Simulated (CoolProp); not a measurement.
R245ca along the isotherm 450 K: fugacity coefficient from the reference equation and from simpler models built on Tc = 447.6 K, pc = 3.941 MPa, ω = 0.355; each cubic takes its own stable root.

Model: reference Helmholtz-energy equation of state, Zhou 2016, in CoolProp.

```tsv
p (MPa)	phase	reference
1.09	gas	0.9064
2.19	gas	0.8150
3.28	gas	0.7241
4.38	supercritical	0.6168
5.47	supercritical	0.5188
6.57	supercritical	0.4520
7.66	supercritical	0.4048
8.76	supercritical	0.3691
9.85	supercritical	0.3419
```

**Question.** How far does each simpler model (van der Waals, Redlich-Kwong, Peng-Robinson) lie from the reference over these 9 states: mean and median of the absolute difference, and the worst?

**Answer.** 
- van der Waals: mean 8.5 %, median 8.3 %, worst +16.3 % at 450 K and 9.85 MPa
- Redlich-Kwong: mean 2.6 %, median 2.6 %, worst +5.5 % at 450 K and 9.85 MPa
- Peng-Robinson: mean 1.1 %, median 0.9 %, worst -2.0 % at 450 K and 3.28 MPa
